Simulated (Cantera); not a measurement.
What does this Cantera script print?

```python
import numpy as np
import cantera as ct

surf = ct.Interface("diamond.yaml", "diamond_100")
gas, bulk = surf.adjacent["gas"], surf.adjacent["diamond"]
k = surf.kinetics_species_index(bulk.species_names[0])
cover = ["c6HH", "c6H*", "c6*H", "c6**", "c6HM", "c6B"]

rows, drift = [], 0.0
print(f"{'T':>10s}{'um/h':>11s}" + "".join(f"{s:>11s}" for s in cover))
for v in [900, 975, 1050, 1125, 1200, 1275, 1350]:
    T, P, xH, xCH3 = v, 11000, 0.0032, 2.8e-05
    gas.TPX = T, P, {"H": xH, "CH3": xCH3, "CH4": 0.025, "H2": 1 - xH - xCH3 - 0.025}
    surf.TP = bulk.TP = T, P
    surf.coverages = "c6H*:0.1, c6HH:0.9"
    surf.advance_coverages(100.0)
    before = surf.coverages
    surf.advance_coverages(100.0)
    drift = max(drift, np.max(np.abs(surf.coverages - before) / (surf.coverages + 1e-9)))
    rate = surf.net_production_rates[k] * bulk.mean_molecular_weight / bulk.density * 3.6e9
    rows.append([rate, *surf[cover].coverages])
    print(f"{v:10.4g}{rate:11.4e}" + "".join(f"{x:11.3e}" for x in rows[-1][1:]))
```

It prints:

```
         T       um/h       c6HH       c6H*       c6*H       c6**       c6HM        c6B
       900 9.5572e-01  6.860e-01  1.043e-02  2.902e-01  4.324e-03  7.309e-03  2.593e-09
       975 1.4155e+00  6.163e-01  1.610e-02  3.528e-01  7.962e-03  5.170e-03  3.841e-09
      1050 1.8339e+00  5.516e-01  2.283e-02  4.073e-01  1.319e-02  3.529e-03  4.976e-09
      1125 1.8364e+00  4.942e-01  3.029e-02  4.523e-01  2.000e-02  1.990e-03  4.983e-09
      1200 1.2591e+00  4.450e-01  3.815e-02  4.874e-01  2.814e-02  7.585e-04  3.417e-09
      1275 7.7779e-01  4.037e-01  4.606e-02  5.127e-01  3.709e-02  2.110e-04  2.111e-09
      1350 6.3094e-01  3.703e-01  5.377e-02  5.295e-01  4.624e-02  5.353e-05  1.712e-09
```

Detailed kinetics in Cantera: the Harris–Goodwin 1993 mechanism for the reconstructed diamond (100) surface.
